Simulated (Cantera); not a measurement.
An adiabatic, constant-volume homogeneous reactor starts with 11.2 % CH₄, 18.7 % O₂, 70.1 % N₂, equivalence ratio 1.2, at 1548 K and 6980 Torr.

Model: GRI-Mech 3.0 (53 species, 325 reactions), integrated in Cantera. Above 3000 K some thermodynamic fits are extrapolated.

Q: Predict: time of steepest temperature rise; temperature at 5.00 s; equilibrium temperature; x(O₂) at 5.00 s; x(NO) at 5.00 s; x(H₂O) at 5.00 s.

A: 
```
Quantity                                                             Value
---------------------------------  ---------------------------------------
time of steepest temperature rise                                 0.128 ms
temperature at 5.00 s                                               3153 K
equilibrium temperature                                             3153 K
x(O₂) at 5.00 s                    0.00625 (gas-phase equilibrium 0.00625)
x(NO) at 5.00 s                    0.00898 (gas-phase equilibrium 0.00898)
x(H₂O) at 5.00 s                       0.162 (gas-phase equilibrium 0.162)
```
